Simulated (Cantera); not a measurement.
A closed system holds: 1 mol Si3N4, 0.87 mol O2, 1.2 mol N2, equilibrated at 948.15 K and 0.0525 Torr.

Method: chemical equilibrium by Gibbs-energy minimisation in Cantera with the NASA 1993 tables (ideal gas, pure condensed phases). Candidate condensed phases: Si, SiO2, Si2N2O, Si3N4; 16 gas species. Rates play no part.

Base state: N2 1.00 (mole fractions); condensed: SiO2(β-quartz) + Si2N2O(s).

Q: What changes in the equilibrium state with this change: Si3N4 replaced by Si?

A: 
```
species              before   after
-------------------  ------  ------
N2                     1.00    1.00
SiO2(β-quartz), mol   0.160   0.827
Si2N2O(s), mol         1.42  0.0867
```
N2 is the only nitrogen source here; it is nearly inert below about 1500 K, so the nitride shown seldom forms there in practice.

Q: What changes in the equilibrium state with this change: temperature from 948.15 K to 2173 K?

A: 
```json
[
 {"species": "N2", "before": "1.00", "after": "0.516"},
 {"species": "SiO", "before": "<1e-9", "after": "0.281"},
 {"species": "Si", "before": "<1e-9", "after": "0.203"},
 {"species": "SiN", "before": "<1e-9", "after": "0.000217"},
 {"species": "Si2", "before": "<1e-9", "after": "0.000154"},
 {"species": "Si2N", "before": "<1e-9", "after": "1.23e-5"},
 {"species": "SiO2(β-quartz), mol", "before": "0.160", "after": "0"},
 {"species": "Si2N2O(s), mol", "before": "1.42", "after": "0"}
]
```
The tables' values for SiN are old estimates; treat these amounts as uncertain.
